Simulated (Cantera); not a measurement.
**Premixed flame**

A freely propagating, adiabatic, planar premixed flame of H₂ : O₂ : N₂ = 1 : 0.455 : 1.71 (molar parts), unburnt at 698 K and 0.600 bar; mixture-averaged transport, grid criteria slope 0.08 and curve 0.16, no radiation.

Detailed kinetics in Cantera: the H2/O2 subset of GRI-Mech 3.0, which has no nitrogen chemistry. Burning velocities carry a grid error of a few per cent, more on coarse grids.

| z (mm) | T (K) | u (m/s) | x H₂ | x O₂ | x H₂O₂ | x O | x H₂O | x H |
|---|---|---|---|---|---|---|---|---|
| -2.97 | 698 | 10.2 | 0.316 | 0.144 | <1e-8 | <1e-8 | <1e-8 | <1e-8 |
| -1.98 | 698 | 10.2 | 0.316 | 0.144 | <1e-8 | <1e-8 | <1e-8 | <1e-8 |
| -1.49 | 698 | 10.2 | 0.316 | 0.144 | <1e-8 | <1e-8 | <1e-8 | <1e-8 |
| -0.992 | 698 | 10.2 | 0.316 | 0.144 | <1e-8 | <1e-8 | 4.27e-8 | 2.23e-7 |
| -0.496 | 706 | 10.2 | 0.314 | 0.144 | 7.44e-7 | 9.98e-6 | 0.000437 | 0.000306 |
| -0.248 | 838 | 12.0 | 0.290 | 0.140 | 2.76e-6 | 0.000426 | 0.0131 | 0.00832 |
| 0 | 1253 | 17.4 | 0.161 | 0.0914 | 2.94e-6 | 0.00788 | 0.112 | 0.0584 |
| 0.248 | 1552 | 21.2 | 0.0699 | 0.0351 | 1.99e-6 | 0.0146 | 0.211 | 0.0835 |
| 0.496 | 1687 | 22.9 | 0.0613 | 0.0259 | 1.23e-6 | 0.0147 | 0.228 | 0.0761 |
| 0.992 | 1841 | 24.7 | 0.0623 | 0.0222 | 6.68e-7 | 0.0132 | 0.238 | 0.0621 |
| 1.98 | 2005 | 26.6 | 0.0621 | 0.0188 | 3.65e-7 | 0.0108 | 0.249 | 0.0477 |
| 3.97 | 2171 | 28.4 | 0.0599 | 0.0151 | 2.21e-7 | 0.00809 | 0.262 | 0.0344 |
| 7.93 | 2325 | 30.0 | 0.0558 | 0.0115 | 1.57e-7 | 0.00550 | 0.276 | 0.0234 |
x: mole fraction of selected species; z is measured from the peak of heat release.

```
Property                      Value
------------------------  ---------
laminar burning velocity  1020 cm/s
thermal thickness          0.992 mm
peak x(H₂O₂)                2.99e-6
peak x(O)                    0.0150
peak x(H)                    0.0835
grid points                     134
```
